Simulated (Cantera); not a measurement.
**Thermodynamics of silicon oxide and oxynitride deposition, feed HMDSO + O3**

Charge: 1 mol HMDSO, a varied amount of O3, at 652 °C and 1.00 Torr.

Method: chemical equilibrium by Gibbs-energy minimisation in Cantera with the NASA 1993 tables (ideal gas, pure condensed phases). Candidate condensed phases: C, C6H6, C7H8, C8H18, H2O, Si, SiC, SiO2; 123 gas species. The feed counts by its element totals alone. The numbers say what is thermodynamically allowed, not how fast it happens.

From 0.26 mol O3 to 0.76 mol O3 the condensed part is C(graphite) + SiC(s) + SiO2(β-quartz). From 1.1 mol O3 to 2.2 mol O3 the condensed part is C(graphite) + SiO2(β-quartz). From 3.2 mol O3 to 4.6 mol O3 the condensed part is SiO2(β-quartz).

| n(O3) (mol) | log p H2 | log p CO | log p CO2 | log p H2O | n C(graphite) | n SiC(s) | n SiO2(β-quartz) |
|---|---|---|---|---|---|---|---|
| 0.26 | -2.88 | -8.19 | <-14 | -10.90 | 4.89 | 1.11 | 0.890 |
| 0.37 | -2.88 | -8.19 | <-14 | -10.90 | 5.05 | 0.945 | 1.05 |
| 0.53 | -2.88 | -8.19 | <-14 | -10.90 | 5.29 | 0.705 | 1.29 |
| 0.76 | -2.88 | -8.19 | <-14 | -10.90 | 5.64 | 0.360 | 1.64 |
| 1.1 | -2.89 | -4.37 | -8.26 | -7.08 | 5.70 | 0 | 2.00 |
| 1.6 | -2.95 | -3.65 | -6.83 | -6.44 | 4.20 | 0 | 2.00 |
| 2.2 | -3.02 | -3.42 | -6.36 | -6.27 | 2.41 | 0 | 2.00 |
| 3.2 | -3.11 | -3.30 | -4.52 | -4.64 | 0 | 0 | 2.00 |
| 4.6 | -3.23 | -3.50 | -3.66 | -3.69 | 0 | 0 | 2.00 |
log p: log10 of the partial pressure in bar; n: condensed amount in mol.
